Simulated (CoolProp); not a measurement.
R245fa along the isobar 1.86 MPa: fugacity coefficient from the reference equation and from simpler models built on Tc = 427.0 K, pc = 3.651 MPa, ω = 0.378; each cubic takes its own stable root.

The numbers come from the reference Helmholtz-energy equation of state, Akasaka 2015 in CoolProp.

| T (K) | phase | reference | van der Waals | Redlich-Kwong | Peng-Robinson |
|---|---|---|---|---|---|
| 247.8 | liquid | 0.008382 | 0.1465 | 0.03011 | 0.008697 |
| 255.5 | liquid | 0.01279 | 0.1725 | 0.04152 | 0.01317 |
| 263.3 | liquid | 0.01901 | 0.2015 | 0.05606 | 0.01944 |
| 271 | liquid | 0.02732 | 0.2328 | 0.07370 | 0.02780 |
| 278.7 | liquid | 0.03827 | 0.2665 | 0.09495 | 0.03878 |
| 286.5 | liquid | 0.05258 | 0.3032 | 0.1204 | 0.05310 |
| 294.2 | liquid | 0.07040 | 0.3418 | 0.1498 | 0.07090 |
| 302 | liquid | 0.09273 | 0.3833 | 0.1838 | 0.09318 |
| 309.7 | liquid | 0.1195 | 0.4265 | 0.2219 | 0.1199 |
| 317.5 | liquid | 0.1519 | 0.4722 | 0.2651 | 0.1522 |
